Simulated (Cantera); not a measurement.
Cantera run:

```python
import numpy as np
import cantera as ct

gas_names = """
    Cu CuF CuF2 CuO Cu2 F FO FO2 F2 F2O H HF HOF HO2 H2 H2F2 H2O H2O2 H3F3 H4F4 H5F5 H6F6 H7F7 O OH O2
    O3
""".split()
cond_names = """
    Cu(cr) Cu(L) CuF2(s) CuF2(L) CuO(s) CuO2H2(s) Cu2O(s) Cu2O(L) H2O(s) H2O(L)
""".split()


# ... load() reads the species with a 1 bar reference pressure and builds the phases ...
atoms = {
    'CuO': {'Cu': 1, 'O': 1},
    'HF': {'H': 1, 'F': 1},
    'H2': {'H': 2},
}
top_T = {'CuO(s)': 1390}  # K; cautious upper limits of use, not melting points


# ... equilibrate(T, P, feed) seeds the gas with the atoms and calls Mixture.equilibrate('TP', solver="vcs", rtol=1e-11, max_steps=5000) ...
results = []
T = 825  # K
P = 67000  # Pa
for m in [2.8, 3.3, 4, 4.8, 5.7, 6.8, 8.2, 9.8, 12, 14, 17, 20, 24]:
    feed = {'CuO': 1, 'HF': 2, 'H2': m}  # mol
    mix = equilibrate(T, P, feed)
    results.append((T, P, feed, dict(zip(mix.species_names, mix.species_moles))))

top = {s: max(r[3][s] / sum(r[3][g] for g in gas_names) for r in results) for s in gas_names}
cols = sorted((s for s in top if top[s] > 0.001), key=lambda s: -top[s])[:5]
seen = [c for c in cond_names if any(r[3].get(c, 0) > 1e-12 for r in results)]
print("log10 of partial pressures in bar; condensed amounts in mol")
print(f"{'n(H2)':>10s}" + "".join(f"{s[:9]:>10s}" for s in cols + seen))
for T, P, feed, n in results:
    ng = sum(n[g] for g in gas_names)
    print(f"{feed['H2']:10.4g}" + "".join(f"{np.log10(max(n[s] / ng * P / 1e5, 1e-99)):10.3f}" for s in cols)
          + "".join(f"{n.get(c, 0):10.4g}" for c in seen))
```

Output:

```
log10 of partial pressures in bar; condensed amounts in mol
     n(H2)        H2        HF       H2O    Cu(cr)
       2.8    -0.600    -0.554    -0.855         1
       3.3    -0.536    -0.597    -0.898         1
         4    -0.475    -0.651    -0.952         1
       4.8    -0.427    -0.705    -1.006         1
       5.7    -0.388    -0.759    -1.060         1
       6.8    -0.355    -0.817    -1.118         1
       8.2    -0.325    -0.882    -1.183         1
       9.8    -0.301    -0.945    -1.246         1
        12    -0.279    -1.019    -1.320         1
        14    -0.264    -1.077    -1.378         1
        17    -0.249    -1.152    -1.453         1
        20    -0.238    -1.215    -1.516         1
        24    -0.227    -1.288    -1.589         1
```

Cantera equilibrium calculation (NASA polynomials, part measured and part estimated; ideal gas, pure solids and liquids).
